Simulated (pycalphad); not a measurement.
All values are pycalphad results on the COST 507 light-alloy database (1999) (1 atm), not direct measurements. The database dates from 1999; later assessments differ in places, in temperatures and in the compounds included. Phase fractions are per mole of atoms.

Task: Give the equilibrium state of Al-8.17Fe-4.95Si (at.%) at 302 °C.

Result: 
```
T = 575.00 K, P = 101325 Pa, N = 1 mol of atoms
G = -27834 J/mol, H = -2812 J/mol, S = 43.52 J/(mol K)  (SER reference)
chemical potentials (J/mol): Al -18842, Fe -129488, Si -17882
phase             fraction      x(Al)      x(Fe)      x(Si)
FCC_A1              0.5469     0.9998   3.74e-07   0.000212
ALFESI_ALPHA        0.3433     0.7141     0.1900     0.0959
ALFESI_BETA         0.1099     0.7000     0.1500     0.1500
```

Task: Give the equilibrium state of Al-8.17Fe-4.95Si (at.%) at 752 °C.

Result: 
```
T = 1025.00 K, P = 101325 Pa, N = 1 mol of atoms
G = -52917 J/mol, H = 21298 J/mol, S = 72.41 J/(mol K)  (SER reference)
chemical potentials (J/mol): Al -45381, Fe -136186, Si -47743
phase             fraction      x(Al)      x(Fe)      x(Si)
LIQUID              0.7498     0.9074     0.0295     0.0631
AL13FE4             0.2502     0.7530     0.2383     0.0087
```

Database names, with the compositions (at.%) that they take in these runs: AL13FE4: Al 75 Fe 24 Si 1; ALFESI_ALPHA: Al 71-73 Fe 19 Si 8-10; ALFESI_BETA: Al 70 Fe 15 Si 15. FCC_A1 is fcc.
